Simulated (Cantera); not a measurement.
Charge: 1 mol CaO, 2.7 mol HBr, 0.64 mol N2, at 1823 K and 0.100 bar.

These are equilibrium values from Cantera (NASA tables, ideal gas, pure condensed phases), not measurements of a reactor. Candidate condensed phases: Br2, Ca, CaBr2, CaO, Ca(OH)2, H2O; 34 gas species. Equilibrium is a limit: real reactors are often held back by kinetics, nucleation or transport.

Base state: CaBr2 0.292, H2O 0.292, N2 0.187, HBr 0.155, Br 0.0494, H2 0.0248, H 0.000216, OH 0.000176 (mole fractions); condensed: gas only.

Question: What changes in the equilibrium state with this change: 0.17 mol NH3 added?

Answer: 
```
species    before     after
-------  --------  --------
CaBr2       0.292     0.268
H2O         0.292     0.268
N2          0.187     0.194
H2         0.0248    0.0822
Br         0.0494    0.0280
HBr         0.155     0.159
NO        1.18e-5   3.33e-6
Br2      0.000159   5.11e-5
OH       0.000176   8.91e-5
H        0.000216  0.000393
```

Question: What changes in the equilibrium state with this change: temperature from 1823 K to 1698.15 K?

Answer: 
```tsv
species	before	after
CaBr2	0.292	0.295
H2O	0.292	0.294
N2	0.187	0.189
HBr	0.155	0.174
Br	0.0494	0.0322
H2	0.0248	0.0163
H	0.000216	5.85e-5
NO	1.18e-5	3.46e-6
OH	0.000176	5.43e-5
Br2	0.000159	0.000180
```
